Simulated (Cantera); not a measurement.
A perfectly stirred reactor is fed with CH4 : C2H6 : C3H8 : O2 : N2 : CO2 = 1 : 1 : 0.14 : 11.9 : 44.8 : 2.8 (molar parts), at 10.0 bar; it is adiabatic with a 375 K inlet, and is followed from long to short residence time, starting on the burning branch (τ in s: 0.067, 0.037, 0.021, 0.012, 0.0065, 0.0036, 0.002, 0.0011, 0.00063, 0.00035, 0.0002, 0.00011, 6.1e-05).

Computed with Cantera and GRI-Mech 3.0 (53 species, 325 reactions).

Task: What does this change do: pressure from 10.0 bar to 1.90 bar?

Result: 
| quantity | before | after |
|---|---|---|
| blow-out, bracketed by the residence times tried | burning at 3.60 ms, out at 2.00 ms | burning at 1.10 ms, out at 0.630 ms |
| x(CH4) at τ = 67.0 ms | 8.82e-6 | 9.26e-6 |
| x(C2H6) at τ = 67.0 ms | 2.06e-6 | 2.42e-6 |
| x(C3H8) at τ = 67.0 ms | 3.18e-7 | 3.69e-7 |
| x(C2H2) at τ = 67.0 ms | 2.88e-6 | 1.81e-6 |
| x(NO2) at τ = 67.0 ms | 4.41e-8 | 3.22e-8 |
| x(CH4) at τ = 2.00 ms | 0.0162 | 0.000128 |
| x(C2H6) at τ = 2.00 ms | 0.0162 | 3.15e-5 |
| x(C3H8) at τ = 2.00 ms | 0.00227 | 4.56e-6 |
| x(C2H2) at τ = 2.00 ms | <1e-12 | 3.72e-6 |
| x(NO2) at τ = 2.00 ms | <1e-12 | 6.56e-9 |

Task: What does this change do: CO2 2.8 to 2.1 parts?

Result: 
```
quantity                                                                      before                               after
------------------------------------------------  ----------------------------------  ----------------------------------
blow-out, bracketed by the residence times tried  burning at 3.60 ms, out at 2.00 ms  burning at 2.00 ms, out at 1.10 ms
x(CH4) at τ = 67.0 ms                                                        8.82e-6                             7.58e-6
x(C2H6) at τ = 67.0 ms                                                       2.06e-6                             1.77e-6
x(C3H8) at τ = 67.0 ms                                                       3.18e-7                             2.72e-7
x(C2H2) at τ = 67.0 ms                                                       2.88e-6                             2.64e-6
x(NO2) at τ = 67.0 ms                                                        4.41e-8                             4.30e-8
x(CH4) at τ = 2.00 ms                                                         0.0162                            0.000371
x(C2H6) at τ = 2.00 ms                                                        0.0162                             8.96e-5
x(C3H8) at τ = 2.00 ms                                                       0.00227                             1.31e-5
x(C2H2) at τ = 2.00 ms                                                        <1e-12                             1.37e-5
x(NO2) at τ = 2.00 ms                                                         <1e-12                             3.71e-8
```

Task: What does this change do: pressure from 10.0 bar to 4.90 bar?

Result: 
```
quantity                                                                      before                               after
------------------------------------------------  ----------------------------------  ----------------------------------
blow-out, bracketed by the residence times tried  burning at 3.60 ms, out at 2.00 ms  burning at 2.00 ms, out at 1.10 ms
x(CH4) at τ = 67.0 ms                                                        8.82e-6                             8.49e-6
x(C2H6) at τ = 67.0 ms                                                       2.06e-6                             2.13e-6
x(C3H8) at τ = 67.0 ms                                                       3.18e-7                             3.28e-7
x(C2H2) at τ = 67.0 ms                                                       2.88e-6                             2.41e-6
x(NO2) at τ = 67.0 ms                                                        4.41e-8                             4.88e-8
x(CH4) at τ = 2.00 ms                                                         0.0162                            0.000196
x(C2H6) at τ = 2.00 ms                                                        0.0162                             4.82e-5
x(C3H8) at τ = 2.00 ms                                                       0.00227                             7.12e-6
x(C2H2) at τ = 2.00 ms                                                        <1e-12                             8.27e-6
x(NO2) at τ = 2.00 ms                                                         <1e-12                             2.16e-8
```
